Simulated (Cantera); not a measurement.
A Cantera script and its output.

```python
import numpy as np
import cantera as ct

gas = ct.Solution("gri30.yaml")
gas.TPX = 475, 120000, {'CO': 1, 'H2': 0.045, 'O2': 0.615, 'N2': 2.31}
flame = ct.FreeFlame(gas, width=0.035)
flame.set_refine_criteria(ratio=3, slope=0.08, curve=0.16)
flame.transport_model = "mixture-averaged"
flame.solve(loglevel=0, auto=True)
flame.transport_model = "multicomponent"
flame.soret_enabled = False
flame.solve(loglevel=0, refine_grid=True)
z, T = flame.grid, flame.T
thick = (T[-1] - T[0]) / np.gradient(T, z).max()
show = ['CO', 'H2', 'O2', 'NO', 'NO2', 'CO2']
print(f"laminar burning velocity  {flame.velocity[0] * 100:.3f} cm/s")
print(f"burnt temperature         {T[-1]:.1f} K")
print(f"thermal thickness         {thick * 1e3:.4f} mm")
print(f"grid points               {len(z)}")
z0 = z[flame.heat_release_rate.argmax()]
print(f"{'z/mm':>9s}{'T/K':>9s}{'u/(m/s)':>9s}" + "".join(f"{s:>11s}" for s in show))
rows = []
for k in (-3, -2, -1.5, -1, -0.5, -0.25, 0, 0.25, 0.5, 1, 2, 4, 8):
    zz = z0 + k * thick
    rows.append([k * thick, np.interp(zz, z, T), np.interp(zz, z, flame.velocity),
                 *(np.interp(zz, z, flame.X[gas.species_index(s)]) for s in show)])
    print(f"{rows[-1][0] * 1e3:9.3f}{rows[-1][1]:9.1f}{rows[-1][2]:9.3f}" + "".join(f"{x:11.3e}" for x in rows[-1][3:]))
```

Output:

```
laminar burning velocity  61.846 cm/s
burnt temperature         2382.5 K
thermal thickness         0.7652 mm
grid points               129
     z/mm      T/K  u/(m/s)         CO         H2         O2         NO        NO2        CO2
   -2.296    475.0    0.618  2.519e-01  1.132e-02  1.549e-01  1.042e-13  3.566e-13  8.560e-10
   -1.530    475.0    0.618  2.519e-01  1.123e-02  1.549e-01  5.381e-12  6.626e-12  6.048e-08
   -1.148    475.1    0.618  2.520e-01  1.106e-02  1.550e-01  4.694e-11  6.646e-11  7.072e-07
   -0.765    476.0    0.619  2.521e-01  1.054e-02  1.550e-01  4.952e-10  8.092e-10  9.614e-06
   -0.383    510.0    0.662  2.509e-01  8.527e-03  1.544e-01  3.283e-08  4.644e-08  9.508e-04
   -0.191    751.0    0.967  2.352e-01  6.007e-03  1.458e-01  8.389e-07  3.519e-08  1.600e-02
    0.000   1205.7    1.516  1.854e-01  2.360e-03  1.173e-01  5.030e-06  8.100e-09  7.052e-02
    0.191   1519.6    1.864  1.315e-01  7.250e-04  8.548e-02  1.506e-05  1.530e-08  1.329e-01
    0.383   1697.9    2.049  1.012e-01  6.408e-04  6.961e-02  2.731e-05  2.210e-08  1.690e-01
    0.765   1879.9    2.237  8.009e-02  6.542e-04  6.027e-02  4.852e-05  3.354e-08  1.948e-01
    1.530   2036.9    2.398  6.587e-02  5.536e-04  5.492e-02  8.517e-05  5.686e-08  2.122e-01
    3.061   2165.8    2.525  5.216e-02  4.213e-04  4.949e-02  1.676e-04  1.109e-07  2.287e-01
    6.122   2264.2    2.620  4.028e-02  3.112e-04  4.448e-02  3.552e-04  2.223e-07  2.427e-01
```

Cantera simulation using GRI-Mech 3.0 (53 species, 325 reactions); the numbers are that mechanism's predictions, not measurements. Burning velocities carry a grid error of a few per cent, more on coarse grids.
